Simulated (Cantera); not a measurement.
Equilibrium for iron carbonyl, mercury and lead vapours: Pb + CO + N₂

A closed system holds: 1 mol Pb, 0.096 mol CO, 91 mol N₂, at 13.3 mbar.

Equilibrium computed with Cantera from the NASA thermochemical tables; the gas is ideal and each condensed phase is pure. Candidate condensed phases: C, Pb, PbO, PbO₂, Pb₃O₄; 27 gas species. Rates play no part.

From 798 K to 873 K the condensed part is C(graphite) + Pb(l). From 948 K to 1098 K the condensed part is Pb(l). From 1173 K to 1548 K nothing is condensed. The main Pb-bearing gas is Pb throughout.

```json
[
 {"T (K)": "798", "x N₂": "0.999", "x Pb": "4.30e-6", "x CO": "0.00105", "x CO₂": "1.55e-6", "x Pb₂": "<1e-12", "n C(graphite)": "0.000141", "n Pb(l)": "1.000"},
 {"T (K)": "873", "x N₂": "0.999", "x Pb": "4.77e-5", "x CO": "0.00105", "x CO₂": "1.68e-7", "x Pb₂": "1.68e-11", "n C(graphite)": "1.53e-5", "n Pb(l)": "0.996"},
 {"T (K)": "948", "x N₂": "0.999", "x Pb": "0.000359", "x CO": "0.00105", "x CO₂": "2.59e-8", "x Pb₂": "4.97e-10", "n C(graphite)": "0", "n Pb(l)": "0.967"},
 {"T (K)": "1023", "x N₂": "0.997", "x Pb": "0.00200", "x CO": "0.00105", "x CO₂": "5.28e-9", "x Pb₂": "8.81e-9", "n C(graphite)": "0", "n Pb(l)": "0.817"},
 {"T (K)": "1098", "x N₂": "0.990", "x Pb": "0.00876", "x CO": "0.00104", "x CO₂": "1.33e-9", "x Pb₂": "1.04e-7", "n C(graphite)": "0", "n Pb(l)": "0.195"},
 {"T (K)": "1173", "x N₂": "0.988", "x Pb": "0.0109", "x CO": "0.00104", "x CO₂": "4.04e-10", "x Pb₂": "1.05e-7", "n C(graphite)": "0", "n Pb(l)": "0"},
 {"T (K)": "1248", "x N₂": "0.988", "x Pb": "0.0109", "x CO": "0.00104", "x CO₂": "1.43e-10", "x Pb₂": "7.21e-8", "n C(graphite)": "0", "n Pb(l)": "0"},
 {"T (K)": "1323", "x N₂": "0.988", "x Pb": "0.0109", "x CO": "0.00104", "x CO₂": "9.36e-11", "x Pb₂": "5.17e-8", "n C(graphite)": "0", "n Pb(l)": "0"},
 {"T (K)": "1398", "x N₂": "0.988", "x Pb": "0.0109", "x CO": "0.00104", "x CO₂": "9.49e-11", "x Pb₂": "3.84e-8", "n C(graphite)": "0", "n Pb(l)": "0"},
 {"T (K)": "1473", "x N₂": "0.988", "x Pb": "0.0109", "x CO": "0.00104", "x CO₂": "1.06e-10", "x Pb₂": "2.94e-8", "n C(graphite)": "0", "n Pb(l)": "0"},
 {"T (K)": "1548", "x N₂": "0.988", "x Pb": "0.0109", "x CO": "0.00104", "x CO₂": "1.38e-10", "x Pb₂": "2.30e-8", "n C(graphite)": "0", "n Pb(l)": "0"}
]
```
x: gas mole fraction; n: condensed amount in mol.
